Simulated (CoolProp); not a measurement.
Vapour pressure (MPa) of R236FA: the reference equation beside estimates from Tc = 398.1 K, pc = 3.191 MPa, ω = 0.377.

The numbers come from the reference Helmholtz-energy equation of state, Pan 2012 in CoolProp.

```csv
T (K),reference,Lee-Kesler,van der Waals,Redlich-Kwong,Soave-Redlich-Kwong,Peng-Robinson
196.1,0.0008972,0.0008851,0.08013,0.005850,0.0009111,0.001011
205.3,0.002021,0.001974,0.1091,0.01096,0.002023,0.002199
214.6,0.004206,0.004092,0.1452,0.01930,0.004174,0.004458
223.8,0.008065,0.007845,0.1884,[?],0.007967,0.008383
233.1,0.01460,0.01424,0.2405,0.05037,0.01439,0.01496
242.3,0.02484,0.02433,0.3010,0.07586,0.02450,0.02519
251.6,0.04051,0.03986,0.3719,0.1106,0.04002,0.04076
260.9,[?],0.06260,0.4533,0.1560,0.06269,0.06338
270.1,0.09491,0.09428,0.5446,0.2133,0.09427,0.09472
279.4,0.1383,0.1380,0.6485,0.2854,0.1379,0.1378
288.6,0.1952,0.1954,0.7632,0.3726,0.1953,0.1944
297.9,0.2697,0.2705,0.8918,0.4785,0.2706,0.2685
307.1,0.3631,0.3647,1.032,0.6026,0.3655,0.3618
316.4,0.4807,0.4833,[?],0.7493,0.4854,0.4796
```

Fill in the missing entries.


- 223.8, Redlich-Kwong: 0.03189
- 260.9, reference: 0.06330
- 316.4, van der Waals: 1.187

Absolute difference from the reference over all 14 rows, mean and median: Lee-Kesler 1.3 and 1.2 %, van der Waals 1821.9 and 717.1 %, Redlich-Kwong 210.0 and 159.7 %, Soave-Redlich-Kwong 0.8 and 0.9 %, Peng-Robinson 2.7 and 0.5 %.
